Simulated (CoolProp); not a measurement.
Hydrogen chloride along the isobar 12.2 MPa: Z from the reference equation and from simpler models built on Tc = 51.5 °C, pc = 8.314 MPa, ω = 0.130; each cubic takes its own stable root.

Model: reference Helmholtz-energy equation of state, Thol 2018, in CoolProp.

```
T (°C)          phase  reference
------  -------------  ---------
-46.45         liquid     0.2134
-34.45         liquid     0.2087
-22.35         liquid     0.2052
-10.25         liquid     0.2029
1.85           liquid     0.2019
13.85          liquid     0.2026
25.95          liquid     0.2054
38.05          liquid     0.2117
50.15          liquid     0.2244
62.25   supercritical     0.2550
74.25   supercritical     0.3602
86.35   supercritical     0.5045
98.45   supercritical     0.5925
110.55  supercritical     0.6533
```

Task: How far does each simpler model (van der Waals, Redlich-Kwong, Peng-Robinson) lie from the reference over these 14 states: mean and median of the absolute difference, and the worst?

Result: 
- van der Waals: mean 44.0 %, median 57.9 %, worst +64.6 % at -46.45 °C and 12.2 MPa
- Redlich-Kwong: mean 15.3 %, median 17.1 %, worst +25.4 % at 62.25 °C and 12.2 MPa
- Peng-Robinson: mean 5.3 %, median 2.9 %, worst +17.1 % at 62.25 °C and 12.2 MPa
